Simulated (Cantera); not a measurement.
A perfectly stirred reactor is fed with C2H6 : O2 : N2 : H2O = 1 : 6.03 : 22.7 : 0.65 (molar parts), equivalence ratio 0.58, at 750 Torr; it is adiabatic with a 600 K inlet, and is followed from long to short residence time, starting on the burning branch (τ in s: 0.044, 0.018, 0.0072, 0.0029, 0.0012, 0.00048, 0.00019, 7.8e-05, 3.2e-05, 1.3e-05, 5.2e-06).

Cantera simulation using GRI-Mech 3.0 (53 species, 325 reactions); the numbers are that mechanism's predictions, not measurements.

x: mole fraction; the columns are a selection and need not sum to one.

| τ (s) | T (K) | x C2H6 | x O2 | x H2O | x CO | x CH4 |
|---|---|---|---|---|---|---|
| 0.044 | 1851 | 1.58e-6 | 0.0817 | 0.117 | 0.000740 | 2.12e-7 |
| 0.018 | 1841 | 2.95e-6 | 0.0817 | 0.116 | 0.00128 | 2.99e-7 |
| 0.0072 | 1826 | 5.58e-6 | 0.0820 | 0.115 | 0.00222 | 4.87e-7 |
| 0.0029 | 1802 | 1.07e-5 | 0.0825 | 0.114 | 0.00376 | 9.23e-7 |
| 0.0012 | 1768 | … | 0.0835 | 0.113 | … | … |
| 0.00048 | 1716 | 4.56e-5 | 0.0858 | 0.111 | 0.0105 | 5.75e-6 |
| 0.00019 | 1633 | … | 0.0913 | 0.109 | … | … |
| 7.8e-5 | 600 | 0.0329 | 0.198 | 0.0214 | <1e-12 | <1e-12 |
| 3.2e-5 | 600 | 0.0329 | 0.198 | 0.0214 | <1e-12 | <1e-12 |
| 1.3e-5 | 600 | 0.0329 | 0.198 | 0.0214 | <1e-12 | <1e-12 |
| 5.2e-6 | 600 | 0.0329 | 0.198 | 0.0214 | <1e-12 | <1e-12 |

**Question.** Some entries are withheld; supply them.

**Answer.** 
- 0.0012, x C2H6: 2.08e-5
- 0.0012, x CO: 0.00619
- 0.0012, x CH4: 2.03e-6
- 0.00019, x C2H6: 0.000132
- 0.00019, x CO: 0.0193
- 0.00019, x CH4: 2.55e-5
